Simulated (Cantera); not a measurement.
A perfectly stirred reactor is fed with 1.14 % C2H6, 98.9 % N2, at 0.0263 atm; it is held at 1725 K, and followed from long to short residence time.

Cantera simulation using GRI-Mech 3.0 (53 species, 325 reactions); the numbers are that mechanism's predictions, not measurements. GRI-Mech 3.0 stops at C3 and has no aromatics, soot or wall deposition, so with more carbon than oxygen in the feed, carbon stays in small species such as C2H2 where larger ones or solid carbon would form. Radical loss at walls, strong at low pressure, is not modelled.

x: mole fraction; the columns are a selection and need not sum to one.

```tsv
τ (s)	x C2H6	x C2H2	x CH3	x C2H	x C2H4	x H
0.35	1.23e-5	0.0104	0.000272	1.16e-6	7.04e-5	0.000364
0.20	2.09e-5	0.0103	0.000356	1.23e-6	0.000115	0.000385
0.12	___	0.0101	___	1.30e-6	___	0.000407
0.068	5.78e-5	0.00979	0.000604	1.39e-6	0.000288	0.000432
0.039	9.74e-5	0.00940	0.000794	1.48e-6	0.000455	0.000459
0.023	0.000159	0.00889	0.00103	1.55e-6	0.000690	0.000486
0.013	___	___	___	1.62e-6	___	0.000514
0.0076	0.000443	0.00726	0.00176	1.65e-6	0.00153	0.000538
0.0044	0.000730	0.00611	0.00228	1.61e-6	0.00214	0.000555
```

Task: Complete the blanks.

Result: 
- 0.12, x C2H6: 3.39e-5
- 0.12, x CH3: 0.000457
- 0.12, x C2H4: 0.000178
- 0.013, x C2H6: 0.000270
- 0.013, x C2H2: 0.00817
- 0.013, x CH3: 0.00136
- 0.013, x C2H4: 0.00106
